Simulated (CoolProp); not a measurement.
Acetone at several states: Z from the reference equation and from simpler models built on Tc = 508.1 K, pc = 46.92 bar, ω = 0.307; each cubic takes its own stable root.

The numbers come from the reference Helmholtz-energy equation of state, Lemmon 2006 in CoolProp. It is a short technical equation, of lower accuracy than the large ones.

```tsv
T (K)	p (bar)	phase	reference
481.5	0.482	gas	0.9951
458.7	11	gas	0.8518
415.7	1.7	gas	0.9693
337.7	0.369	gas	0.9839
478.5	3.25	gas	0.9654
194.7	1.09	liquid	0.004366
```

How far does each simpler model (van der Waals, Redlich-Kwong) lie from the reference over these 6 states: mean and median of the absolute difference, and the worst?


- van der Waals: mean 18.2 %, median 1.2 %, worst +99.6 % at 194.7 K and 1.09 bar
- Redlich-Kwong: mean 6.7 %, median 0.8 %, worst +33.9 % at 194.7 K and 1.09 bar
